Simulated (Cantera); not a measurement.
**Low-pressure radical oxidation in H2/O2**

An isothermal, constant-pressure homogeneous reactor starts with 18.7 % H₂, 71.9 % O₂, 9.35 % N₂, at 1075 K and 3.08 Torr.

Detailed kinetics in Cantera: GRI-Mech 3.0 (53 species, 325 reactions). Radical loss at walls, strong at low pressure, is not modelled. The temperature is held fixed by assumption; the heat of reaction is taken as removed at once.

| t (s) | x H₂ | x O₂ | x O | x HO₂ | x H₂O₂ | x OH | x N₂O |
|---|---|---|---|---|---|---|---|
| 0.000200 | 0.187 | 0.719 | 1.18e-10 | 5.41e-10 | <1e-12 | 7.86e-11 | <1e-12 |
| 0.00103 | 0.187 | 0.719 | 3.55e-9 | 2.80e-9 | 2.00e-12 | 1.73e-9 | <1e-12 |
| 0.00532 | 0.187 | 0.719 | 9.85e-5 | 4.27e-7 | 3.29e-10 | 4.66e-5 | <1e-12 |
| 0.0274 | 0.00708 | 0.631 | 0.0502 | 3.14e-6 | 6.49e-8 | 0.00529 | 1.81e-10 |
| 0.141 | 0.00259 | 0.673 | 0.0156 | 3.37e-6 | 1.11e-7 | 0.00327 | 3.27e-10 |
| 0.729 | 9.54e-5 | 0.690 | 0.000557 | 1.09e-6 | 8.70e-8 | 0.000621 | 6.52e-10 |
| 3.76 | 3.83e-6 | 0.690 | 2.31e-5 | 9.34e-8 | 2.08e-8 | 0.000127 | 7.72e-10 |
| 19.4 | 3.65e-7 | 0.690 | 2.25e-6 | 1.10e-8 | 4.63e-9 | 3.96e-5 | 8.12e-10 |
| 100 | 5.21e-8 | 0.690 | 3.25e-7 | 2.23e-9 | 1.01e-9 | 1.50e-5 | 8.21e-10 |
x: mole fraction; the columns are a selection and need not sum to one.

Equilibrium at this temperature and pressure: H₂ 2.74e-9, O₂ 0.690, O 1.71e-8, HO₂ 2.52e-9, H₂O₂ 7.56e-11, OH 3.45e-6, N₂O 7.90e-11 (gas phase only).
